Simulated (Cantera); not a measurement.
A closed system holds: 1 mol HF, 0.24 mol SO2, 3.4 mol N2, at 0.00260 bar.

Method: chemical equilibrium by Gibbs-energy minimisation in Cantera with the NASA 1993 tables (ideal gas, pure condensed phases). Candidate condensed phases: H2O, H2SO4, S; 62 gas species. Kinetics and transport are ignored. All values below are at 2950 °C.

Base state: N2 0.583, F 0.123, H 0.122, O 0.0782, HF 0.0485, S 0.0399, NO 0.00199, SO 0.00124 (mole fractions); condensed: gas only.

What changes in the equilibrium state with this change: N2 from 3.4 to 0.9 mol?


```csv
species,before,after
N2,0.583,0.279
F,0.123,0.193
H,0.122,0.190
HF,0.0485,0.118
O,0.0782,0.140
S,0.0399,0.0705
SO2,7.58e-6,4.28e-5
H2O,4.23e-6,1.83e-5
O2,0.000298,0.000952
```
